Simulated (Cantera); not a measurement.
Charge: 1 mol B2O3, 68 mol HCl, 5.9 mol O2, held at 1198.15 K and 24.0 Pa.

Cantera equilibrium calculation (NASA polynomials, part measured and part estimated; ideal gas, pure solids and liquids). Candidate condensed phases: B, B2O3, B3O3H3, H2O; 33 gas species. The tables' values for BOCl are old estimates; treat these amounts as uncertain. Equilibrium is a limit: real reactors are often held back by kinetics, nucleation or transport.

Base state: HCl 0.857, O2 0.0649, Cl 0.0331, H2O 0.0247, Cl2 0.0122, HBO2 0.00821, B2O3 3.61e-5, BOCl 2.91e-5 (mole fractions); condensed: B2O3(l).

**Question.** What changes in the equilibrium state with this change: pressure from 24.0 Pa to 31.0 mbar?

**Answer.** 
```
species        before    after
------------  -------  -------
HCl             0.857    0.831
H2O            0.0247   0.0554
O2             0.0649   0.0538
Cl2            0.0122   0.0530
Cl             0.0331  0.00606
HBO2          0.00821  0.00108
B2O3          3.61e-5  2.79e-7
(HBO2)3       7.07e-7  2.70e-5
B2O3(l), mol    0.691    0.958
```
Gases not in the tables: H3BO3.
